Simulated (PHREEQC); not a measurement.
Make-up at 10 °C: 4.23 mmol/kgw CaCl2 and 0.077 mmol/kgw Na2SO4. Closed to the air; pH follows from the charge balance.

Equilibrium calculation in PHREEQC: ion-association model, wateq4f.dat.

Q: The ionic strength comes out as 0.0129 mol/kgw. What activity coefficients do Na+, Ca+2, Cl-, SO4-2 get?

A: Na+ 0.90, Ca+2 0.65, Cl- 0.89, SO4-2 0.64.

This is a speciation only: nothing precipitates in the calculation. Complexes and solids missing from the database can't appear. Constants without temperature data keep their 25 °C values here.
